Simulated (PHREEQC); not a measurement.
**Copper plating or etch bath: an equilibrium model**

Solution (2.7 °C): 3 mmol/kgw Cu(NO3)2, 2.9 mmol/kgw H2SO4 and 48 mmol/kgw H3BO3. Closed to the air; pH follows from the charge balance.

Equilibrium calculation in PHREEQC: ion-association model, phreeqc.dat.

Each row changes one thing in this solution. This is a speciation only: nothing precipitates in the calculation.

```csv
case,pH,ionic strength (mol/kgw),SO4-2 (mol/kgw),HSO4- (mol/kgw),H2BO3- (mol/kgw)
as made,2.32,0.0153,0.00208,0.000445,4.17e-9
diluted 10-fold with water,3.26,0.00171,0.000272,8.21e-6,3.39e-9
Cu(NO3)2 from 0.003 to 0.015 mol/kgw,2.33,[?],0.00167,0.000285,4.59e-9
Cu(NO3)2 replaced by KNO3 at the same molality,2.32,0.0106,0.00235,0.000528,4.10e-9
Cu(NO3)2 from 0.003 to 0.006 mol/kgw,2.32,0.0236,0.00192,[?],4.29e-9
```

**Question.** Fill in the missing entries.

**Answer.** 
- Cu(NO3)2 from 0.003 to 0.015 mol/kgw, ionic strength (mol/kgw): 0.0494
- Cu(NO3)2 from 0.003 to 0.006 mol/kgw, HSO4- (mol/kgw): 0.000382

Constants without temperature data keep their 25 °C values here.
